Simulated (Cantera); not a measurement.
**Reactions in the system H-N-O-Zr**

Cantera with NASA thermochemical tables; ideal gases at 1 bar, condensed phases pure. Values are per mole of reaction as written; species without (g) are pure solids or liquids, kept so even where they would boil at 1 bar.

3 Zr + 2 N₂(g) + 6 H₂O(g) = 3 ZrO₂(g) + 4 NH₃(g)

```csv
T (K),ΔH° (kJ),ΔS° (J/K),ΔG° (kJ),log10 K,condensed phases
300,408.5,-40.8,420.8,-73.26,Zr(α)
1975,370.0,-90.6,549.0,-14.52,Zr(β)
2025,368.8,-91.2,553.6,-14.28,Zr(β)
2075,367.5,-91.9,558.2,-14.05,Zr(β)
2125,366.1,-92.5,562.8,-13.83,Zr(β)
2175,301.0,-123.1,568.9,-13.66,Zr(l)
2225,298.7,-124.2,575.1,-13.50,Zr(l)
```
